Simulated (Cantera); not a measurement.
An isothermal, constant-pressure homogeneous reactor starts with 19.7 % CH₄, 44.6 % CO₂, 35.7 % H₂, at 2100 K and 29.0 bar.

Detailed kinetics in Cantera: GRI-Mech 3.0 (53 species, 325 reactions). The pressure lies above the range GRI-Mech 3.0 was tuned for (to about 10 atm).

One state of this run: x CH₄ = 3.58e-6; x CO₂ = 0.0324; x H₂ = 0.392; x C₂H₆ = <1e-12; x CH₂O = 1.97e-6; x CO = 0.429. x: mole fraction; the columns are a selection and need not sum to one.

### Question
Which value of t (s) does it belong to?
(A) 0.000663
(B) 0.000300
(C) 9.05
(D) 0.00324

### Answer
C, 9.05
